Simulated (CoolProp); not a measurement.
Toluene at several states: Z from the reference equation and from simpler models built on Tc = 591.7 K, pc = 4.126 MPa, ω = 0.266; each cubic takes its own stable root.

The numbers come from the reference Helmholtz-energy equation of state, Lemmon 2006 in CoolProp. It is a short technical equation, of lower accuracy than the large ones.

```json
[
 {"T (K)": "422.9", "p (MPa)": "0.895", "phase": "liquid", "reference": "0.03176"},
 {"T (K)": "496.1", "p (MPa)": "2.14", "phase": "liquid", "reference": "0.07369"},
 {"T (K)": "546.2", "p (MPa)": "0.588", "phase": "gas", "reference": "0.9282"},
 {"T (K)": "481.6", "p (MPa)": "13.5", "phase": "liquid", "reference": "0.4430"}
]
```

Problem. How far does each simpler model (van der Waals, Redlich-Kwong, Peng-Robinson) lie from the reference over these 4 states: mean and median of the absolute difference, and the worst?

Solution. 
- van der Waals: mean 662.1 %, median 62.7 %, worst +2521.2 % at 422.9 K and 0.895 MPa
- Redlich-Kwong: mean 13.1 %, median 15.2 %, worst +21.2 % at 496.1 K and 2.14 MPa
- Peng-Robinson: mean 1.1 %, median 1.3 %, worst -1.8 % at 481.6 K and 13.5 MPa

At some of these states van der Waals gives the other phase, because its saturation line lies elsewhere.
